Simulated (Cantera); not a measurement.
## N2O furnace oxynitridation

A perfectly stirred reactor is fed with 87.0 % N₂O, 13.0 % N₂, at 760 Torr; it is held at 1250 K, and followed from long to short residence time.

Cantera simulation using GRI-Mech 3.0 (53 species, 325 reactions); the numbers are that mechanism's predictions, not measurements. GRI-Mech 3.0 was tuned for natural gas; its chemistry of N2O as a main component is partial and can be far from experiment. The mechanism lacks the step 2 NO + O2 → 2 NO2, which can matter for NO2 below about 1400 K. The temperature is held fixed by assumption; the heat of reaction is taken as removed at once.

```csv
τ (s),x N₂O,x N₂,x NO,x O,x O₂
1.9,0.212,0.538,0.0406,2.01e-6,0.208
0.87,0.342,0.455,0.0372,2.49e-6,0.165
0.39,0.500,0.357,0.0287,2.93e-6,0.114
0.17,0.650,0.265,0.0181,3.26e-6,0.0674
0.076,0.753,0.202,0.00992,3.45e-6,0.0357
0.034,0.812,0.165,0.00493,3.55e-6,0.0175
0.015,0.843,0.147,0.00229,3.60e-6,0.00805
0.0067,0.858,0.138,0.00105,3.62e-6,0.00366
0.0030,0.864,0.134,0.000475,3.63e-6,0.00165
0.0013,0.867,0.132,0.000207,3.62e-6,0.000718
```
x: mole fraction; the columns are a selection and need not sum to one.
